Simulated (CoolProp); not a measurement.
Vapour-liquid equilibrium of cyclohexane (1) + dimethyl carbonate (2) at 121.25 °C; x and y are mole fractions of (1).

Values from CoolProp's multi-fluid Helmholtz-energy mixture model, Zhou 2014 and Zhou 2011; pair parameters Bell 2016.

```json
[
 {"x": "0.05", "bubble pressure (MPa)": "0.2798", "y at the bubble point": "…", "dew pressure at overall composition x (MPa)": "0.2593", "liquid density (mol/L)": "10.13"},
 {"x": "0.2", "bubble pressure (MPa)": "…", "y at the bubble point": "…", "dew pressure at overall composition x (MPa)": "…", "liquid density (mol/L)": "9.637"},
 {"x": "0.35", "bubble pressure (MPa)": "0.3626", "y at the bubble point": "0.476", "dew pressure at overall composition x (MPa)": "0.3318", "liquid density (mol/L)": "9.208"},
 {"x": "0.5", "bubble pressure (MPa)": "0.3727", "y at the bubble point": "0.546", "dew pressure at overall composition x (MPa)": "0.3670", "liquid density (mol/L)": "8.841"},
 {"x": "0.65", "bubble pressure (MPa)": "0.3730", "y at the bubble point": "0.613", "dew pressure at overall composition x (MPa)": "0.3694", "liquid density (mol/L)": "8.536"},
 {"x": "0.8", "bubble pressure (MPa)": "0.3609", "y at the bubble point": "…", "dew pressure at overall composition x (MPa)": "0.3410", "liquid density (mol/L)": "…"},
 {"x": "0.95", "bubble pressure (MPa)": "0.3217", "y at the bubble point": "0.886", "dew pressure at overall composition x (MPa)": "0.3075", "liquid density (mol/L)": "8.095"}
]
```

### Question
Fill in the missing entries.

### Answer

- 0.05, y at the bubble point: 0.145
- 0.2, bubble pressure (MPa): 0.3368
- 0.2, y at the bubble point: 0.369
- 0.2, dew pressure at overall composition x (MPa): 0.2929
- 0.8, y at the bubble point: 0.704
- 0.8, liquid density (mol/L): 8.289

y crosses x between x = 0.5 and 0.65: the model has an azeotrope there.

The pair parameters rest on a limited set of measurements; away from them the model extrapolates.
